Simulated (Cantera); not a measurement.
Cantera run, input and output.

```python
import numpy as np
import cantera as ct

gas = ct.Solution("gri30.yaml")


def delay(T, t_max=10):
    gas.TPX = T, 3400000, {'CH4': 1, 'O2': 2.82, 'N2': 10.6}
    reactor = ct.IdealGasConstPressureReactor(gas, clone=False)
    net = ct.ReactorNet([reactor])
    net.rtol, net.atol = 1e-8, 1e-16
    while net.time < t_max:
        t_old, T_old = net.time, reactor.T
        net.step()
        if reactor.T > T + 400:  # ignition: a rise of 400 K
            return t_old + (T + 400 - T_old) / (reactor.T - T_old) * (net.time - t_old)
    return np.nan


taus = []
for T in [1025, 1125, 1225, 1325, 1425, 1525, 1625]:
    taus.append(delay(T))
    print(f"T0 = {T:6g} K   tau = {taus[-1]:.4e} s")
```

Result:

```
T0 =   1025 K   tau = 1.4484e-02 s
T0 =   1125 K   tau = 2.9838e-03 s
T0 =   1225 K   tau = 8.2203e-04 s
T0 =   1325 K   tau = 2.7549e-04 s
T0 =   1425 K   tau = 1.0524e-04 s
T0 =   1525 K   tau = 4.4174e-05 s
T0 =   1625 K   tau = 1.9975e-05 s
```

Cantera simulation using GRI-Mech 3.0 (53 species, 325 reactions); the numbers are that mechanism's predictions, not measurements. The pressure lies above the range GRI-Mech 3.0 was tuned for (to about 10 atm).
